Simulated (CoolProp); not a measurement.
Computed with CoolProp (reference Helmholtz-energy equation of state, Penoncello 2003).

Question: For CHF3 (R23), give the phase and the cv (kJ/(kg K)), viscosity (µPa s), Prandtl number at 475 K and 483 kPa.

Answer: 
- 475 K and 483 kPa: gas; cv 0.845, viscosity 22.6, Prandtl number 0.934

Viscosity comes from a separate model (Shan 2000). Thermal conductivity comes from a separate model (Shan 2000).
